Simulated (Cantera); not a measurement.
Charge: 1 mol SiCl4, 0.95 mol Cl2, 0.49 mol H2, at 128 Torr.

These are equilibrium values from Cantera (NASA tables, ideal gas, pure condensed phases), not measurements of a reactor. Candidate condensed phases: Si; 19 gas species. The tables' values for SiCl3 are old estimates; treat these amounts as uncertain. Equilibrium is a limit: real reactors are often held back by kinetics, nucleation or transport.

x: gas mole fraction; nothing condenses.

```
T (K)  x SiCl4  x HCl  x Cl2        x Cl   x SiCl3     x SiCl2
-----  -------  -----  -----  ----------  --------  ----------
500      0.410  0.402  0.189    1.52e-10    <1e-12      <1e-12
600      0.410  0.402  0.189     2.06e-8    <1e-12      <1e-12
700      0.410  0.402  0.189  (withheld)    <1e-12      <1e-12
800      0.410  0.402  0.189     9.85e-6    <1e-12      <1e-12
900      0.410  0.402  0.188     7.78e-5  4.17e-11      <1e-12
1000     0.410  0.402  0.188    0.000409   1.53e-9      <1e-12
1100     0.410  0.401  0.188     0.00159   2.89e-8      <1e-12
1200     0.409  0.401  0.186     0.00494   3.34e-7    2.39e-12
1300     0.407  0.399  0.181  (withheld)   2.65e-6  (withheld)
1400     0.404  0.396  0.172      0.0286   1.58e-5     2.62e-9
1500     0.398  0.390  0.155      0.0558   7.53e-5     4.52e-8
1600     0.390  0.382  0.131      0.0966  0.000304     5.83e-7
1700     0.378  0.372  0.101       0.148   0.00109     6.14e-6
```

Question: Complete the blanks.

Answer: 
- 700, x Cl: 6.96e-7
- 1300, x Cl: 0.0128
- 1300, x SiCl2: 1.03e-10
